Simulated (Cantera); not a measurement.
A closed system holds: 1 mol SiHCl3, 1700 mol H2, 0.013 mol CH4, at 1225 K and 9.70 mbar.

Cantera equilibrium calculation (NASA polynomials, part measured and part estimated; ideal gas, pure solids and liquids). Candidate condensed phases: C, C6H6, C7H8, C8H18, Si, SiC; 109 gas species. Mutual solubility and eutectic melting of coexisting phases are not modelled. Kinetics and transport are ignored.

Base state: H2 0.998, HCl 0.00175 (mole fractions); condensed: Si(s) + SiC(s).

Q: What changes in the equilibrium state with this change: temperature from 1225 K to 2223.15 K?

A: 
```tsv
species	before	after
H2	0.998	0.935
H	3.16e-6	0.0629
HCl	0.00175	0.00163
Si	<1e-9	0.000542
SiH	<1e-9	2.18e-5
Cl	4.76e-9	7.94e-5
Si(s), mol	0.974	0
SiC(s), mol	0.0126	0
```
